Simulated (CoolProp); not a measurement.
Properties of nitrous oxide along the isotherm 187.45 °C (Tc = 36.4 °C, pc = 7245 kPa, ω = 0.161).

Values from CoolProp's reference Helmholtz-energy equation of state, Lemmon 2006. It is a short technical equation, of lower accuracy than the large ones.

```csv
p (kPa),phase,density (kg/m³),cp (kJ/(kg K)),cv (kJ/(kg K)),Joule-Thomson coefficient (K/MPa),fugacity coefficient
115,gas,1.323,1.017,0.8265,4.100,0.9986
204,gas,2.350,1.019,0.8269,4.096,0.9975
362,gas,4.179,1.021,0.8275,4.090,0.9957
644,gas,7.459,1.026,0.8285,4.079,0.9923
1150,gas,13.40,1.036,0.8305,4.059,0.9863
2040,gas,24.03,1.052,0.8339,4.021,0.9759
3620,gas,43.46,1.084,0.8401,3.948,0.9577
6440,gas,79.99,1.146,0.8511,3.797,0.9266
11500,supercritical,151.4,1.276,0.8704,3.431,0.8749
20400,supercritical,289.3,1.506,0.8983,2.501,0.7985
36200,supercritical,500.1,1.630,0.9228,1.045,0.7151
```
